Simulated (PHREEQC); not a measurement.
PHREEQC input (ion-association model, wateq4f.dat):

```
SOLUTION_MASTER_SPECIES
  An  An-  0  An  62.0  # stands for a non-complexing anion
SOLUTION_SPECIES
  An- = An-
    -log_k 0
    -gamma 3.0 0
PHASES
  Fix_H+
    H+ = H+
    -log_k 0
SOLUTION 1
  temp 25
  units mmol/kgw
  pH 7 charge
  Se(4) 0.1
  Na 1.2
  Cl 0.0188
  Ca 0.0094
  An 1
END
SELECTED_OUTPUT 1
  -reset false
  -pH true
  -pe true
  -ionic_strength true
  -water true
  -totals Ca Cl Na Se Se(-2) Se(4) Se(6)
  -molalities Hfo_wOH Hfo_wOH2+ Hfo_wO- Hfo_sOH Hfo_sOH2+ Hfo_sO- Hfo_wSeO3- Hfo_wOHSeO3-2 Hfo_sOHCa+2 Hfo_wOCa+
  -saturation_indices Portlandite CaSeO3 Halite
USER_PUNCH 1
  -headings sigma psi
  10 PUNCH EDL("sigma", "Hfo"), EDL("psi", "Hfo")
PRINT
  -reset false
USE solution 1
SURFACE 1
  Hfo_wOH 0.00166292 600 0.74
  Hfo_sOH 4.1573e-05
EQUILIBRIUM_PHASES 1
  Fix_H+ -4 HAn 10
    -force_equality true
END
# ... the last block is repeated for the other 12 points of pH, with NaOH or the acid as the point needs
```

Selected output (columns that matter, 13 of 13 rows; pH added in front):

```
pH	mu	Ca	Na	Se	m_Hfo_wOH	m_Hfo_wOH2+	m_Hfo_wO-	m_Hfo_sOH	m_Hfo_sOH2+	si_Portlandite	si_CaSeO3	si_Halite	sigma	psi
4	0.0015991	9.4e-06	0.0012	1.9583e-09	0.00085556	0.0006828	2.4559e-05	2.2758e-05	1.8162e-05	-19.903	-12.753	-9.2674	0.1159	0.20042
4.5	0.0014347	9.4e-06	0.0012	2.8457e-09	0.00099121	0.00052918	4.2534e-05	2.6366e-05	1.4076e-05	-18.899	-12.071	-9.2654	0.075444	0.18117
5	0.0013477	9.3999e-06	0.0012	5.2438e-09	0.0010723	0.0004293	6.1353e-05	2.8522e-05	1.1419e-05	-17.897	-11.298	-9.2644	0.047426	0.15898
5.5	0.0012978	9.3993e-06	0.0012	1.1494e-08	0.0011179	0.00036703	7.8e-05	2.9735e-05	9.7627e-06	-16.896	-10.454	-9.2637	0.028805	0.1345
6	0.0012682	9.3948e-06	0.0012	2.8682e-08	0.0011427	0.00032942	9.0809e-05	3.0392e-05	8.7612e-06	-15.896	-9.557	-9.2633	0.016926	0.10827
6.5	0.0012504	9.3557e-06	0.0012	7.857e-08	0.0011562	0.00030698	9.9768e-05	3.0723e-05	8.1568e-06	-14.897	-8.6238	-9.2631	0.0095658	0.080804
7	0.0012387	9.0155e-06	0.0012	2.3038e-07	0.0011642	0.00029298	0.00010597	3.0688e-05	7.7232e-06	-13.913	-7.6826	-9.263	0.0050048	0.0526
7.5	0.0012253	6.8448e-06	0.0012	7.1595e-07	0.0011706	0.00028135	0.00011157	2.9302e-05	7.0427e-06	-13.032	-6.8405	-9.2628	0.0020068	0.024204
8	0.0012069	2.3337e-06	0.0012	2.4495e-06	0.0011783	0.00026805	0.00011865	2.6273e-05	5.9768e-06	-12.499	-6.3588	-9.2625	-0.00031453	-0.0039613
8.5	0.0012001	3.572e-07	0.0012	9.8339e-06	0.0011909	0.00025263	0.00012862	2.5067e-05	5.3173e-06	-12.314	-6.2651	-9.2624	-0.0026736	-0.031743
9	0.0012151	4.9455e-08	0.0012	3.556e-05	0.0012217	0.00022234	0.00015378	2.5159e-05	4.579e-06	-12.173	-6.3975	-9.2626	-0.0055778	-0.057385
9.5	0.0012876	7.6978e-09	0.0012409	7.5203e-05	0.0012565	0.00018152	0.00019925	2.5359e-05	3.6635e-06	-11.983	-6.8133	-9.249	-0.0097535	-0.081029
10	0.001444	1.093e-09	0.0013909	9.5401e-05	0.0012647	0.00015278	0.00023983	2.5332e-05	3.0602e-06	-11.835	-7.5409	-9.2014	-0.017262	-0.10601
```

Species that the database lacks are ignored. The database's selenite sorption wasn't checked against measurements; a fall in acid may be a fault of its surface constants.
